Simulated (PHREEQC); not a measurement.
Ultrapure water in contact with air or piping

A made-up water analysis in mmol/kgw, 45 °C, pH 6.87, pe -0.2: Na 0.0022; K 0.000187; Ca 0.00241; Mg 0.000196; Cl 0.00495; S(6) 0.000389; Alkalinity (meq/kgw) 0.00177; Fe(2) 7.62e-05; F 3.59e-06; N(-3) 3.22e-05; B 1.53e-06.

Valence states are taken as typed.

Model: ion-association model, wateq4f.dat, run in PHREEQC.

No solid was allowed to form.

Task: What charge-balance error does the model give?

Result: charge-balance error 1.8 %.

Task: In which forms is C present?

Result: HCO3- 79 %, CO2 21 % of the C.

At this temperature some constants are extrapolated from 25 °C, and those without enthalpy data are left unchanged. Real BF4- forms and hydrolyses slowly; the run takes it at equilibrium. Fluoro complexes past AlF4- and FeF3 are missing from the database.
